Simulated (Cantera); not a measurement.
Input (Python, Cantera):

```python
import numpy as np
import cantera as ct

surf = ct.Interface("ptcombust.yaml", "Pt_surf")
gas = surf.adjacent["gas"]
gas.TPX = 300, 30000, {'CH4': 0.019, 'O2': 0.21, 'N2': 0.79}
jet = ct.ImpingingJet(gas=gas, width=0.083, surface=surf)
jet.inlet.mdot, jet.inlet.T, jet.inlet.X = 0.027, 300, {'CH4': 0.019, 'O2': 0.21, 'N2': 0.79}
jet.set_refine_criteria(ratio=10, slope=0.2, curve=0.3)
show, cover = ['CH4', 'O2', 'H2O', 'OH', 'CO', 'CO2'], ["PT(S)", "H(S)", "O(S)", "OH(S)", "CO(S)", "C(S)"]

rows = []
print(f"{'Ts/K':>7s}" + "".join(f"{s:>11s}" for s in show + cover) + "   (gas at the wall, coverages)")
for i, Ts in enumerate([850, 900, 950, 1000, 1050, 1100]):
    jet.surface.T = Ts
    if i == 0:
        surf.TP = Ts, 30000
        surf.coverages = "PT(S):0.5, O(S):0.5"
        surf.advance_coverages(1.0)
        jet.set_initial_guess(products="inlet")
    jet.solve(loglevel=0, auto=(i == 0))
    rows.append([*(jet.X[gas.species_index(s), -1] for s in show), *surf[cover].coverages])
    print(f"{Ts:7g}" + "".join(f"{x:11.3e}" for x in rows[-1]))
```

Output:

```
   Ts/K        CH4         O2        H2O         OH         CO        CO2      PT(S)       H(S)       O(S)      OH(S)      CO(S)       C(S)   (gas at the wall, coverages)
    850  1.335e-02  1.948e-01  9.922e-03  5.294e-09  2.841e-06  6.462e-03  7.899e-02  1.485e-08  9.198e-01  1.223e-03  4.994e-06  1.275e-08
    900  9.029e-03  1.856e-01  1.796e-02  2.099e-08  2.730e-06  1.173e-02  1.232e-01  5.496e-08  8.752e-01  1.599e-03  4.197e-06  1.492e-08
    950  5.624e-03  1.783e-01  2.422e-02  6.200e-08  2.320e-06  1.586e-02  1.750e-01  1.487e-07  8.233e-01  1.752e-03  2.899e-06  1.387e-08
   1000  3.367e-03  1.738e-01  2.810e-02  1.801e-07  2.698e-06  1.831e-02  2.314e-01  3.274e-07  7.668e-01  1.743e-03  1.859e-06  1.111e-08
   1050  2.005e-03  1.710e-01  3.056e-02  4.303e-07  3.441e-06  1.991e-02  2.904e-01  6.322e-07  7.079e-01  1.655e-03  1.205e-06  8.224e-09
   1100  1.136e-03  1.692e-01  3.220e-02  9.088e-07  4.300e-06  2.096e-02  3.502e-01  1.113e-06  6.483e-01  1.532e-03  7.999e-07  5.514e-09
```

Model: Deutschmann's 1995 Pt surface mechanism with GRI-Mech 3.0 gas chemistry, integrated in Cantera. Catalytic surfaces can have several steady states; this one follows from the mechanism file's or the stated starting coverage.
